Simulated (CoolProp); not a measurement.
CF4 (R14) along the isobar 1.07 MPa: fugacity coefficient from the reference equation and from simpler models built on Tc = -45.8 °C, pc = 3.762 MPa, ω = 0.178; each cubic takes its own stable root.

Computed with CoolProp (reference Helmholtz-energy equation of state, Platzer 1990). This equation is an older, rougher fit; its heat capacities, sound speeds and derivatives of the liquid may be far off and weren't checked against measurements.

```
T (°C)    phase  reference
-------  ------  ---------
-123.05  liquid     0.1325
-102.05  liquid     0.4026
-81.05      gas     0.8403
-60.05      gas     0.8838
-39.05      gas     0.9131
-18.05      gas     0.9339
2.95        gas     0.9492
23.95       gas     0.9607
44.95       gas     0.9697
65.95       gas     0.9767
86.95       gas     0.9823
107.95      gas     0.9868
128.95      gas     0.9905
149.95      gas     0.9935
170.95      gas     0.9960
191.95      gas     0.9981
```

Problem. How far does each simpler model (van der Waals, Soave-Redlich-Kwong, Peng-Robinson) lie from the reference over these 16 states: mean and median of the absolute difference, and the worst?

Solution. 
- van der Waals: mean 23.8 %, median 0.9 %, worst +258.9 % at -123.05 °C and 1.07 MPa
- Soave-Redlich-Kwong: mean 0.2 %, median 0.2 %, worst +1.2 % at -102.05 °C and 1.07 MPa
- Peng-Robinson: mean 0.6 %, median 0.5 %, worst -1.4 % at -81.05 °C and 1.07 MPa

At some of these states van der Waals gives the other phase, because its saturation line lies elsewhere.
